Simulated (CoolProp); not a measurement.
c-C4F8 (RC318) at 293.15 K and 1.05 MPa flows at 0.7 m/s in a round tube of 2 mm bore and 15 µm roughness, fully developed (64/Re and Nu = 3.66 if laminar; Colebrook and Gnielinski if turbulent). Each further row changes one setting.

Model: reference Helmholtz-energy equation of state, Platzer 1990, in CoolProp. This equation is an older, rougher fit; its heat capacities, sound speeds and derivatives of the liquid may be far off and weren't checked against measurements.

```
case              Reynolds number  Darcy friction factor  pressure drop (Pa/m)  heat-transfer coefficient (W/(m² K))  mass flow (kg/h)
----------------  ---------------  ---------------------  --------------------  ------------------------------------  ----------------
as stated                    5360                 0.0444                  8290                                  1570              12.1
velocity 1.4 m/s            10700                 0.0401                 30000                                  3290              24.1
diameter 4 mm               10700                 0.0357                  3330                                  1520              48.2
```

Viscosity comes from a separate model (Huber 2003), an estimate that may be off by 10 % or more. Thermal conductivity comes from a separate model (Huber 2003), an estimate that may be off by 10 % or more.
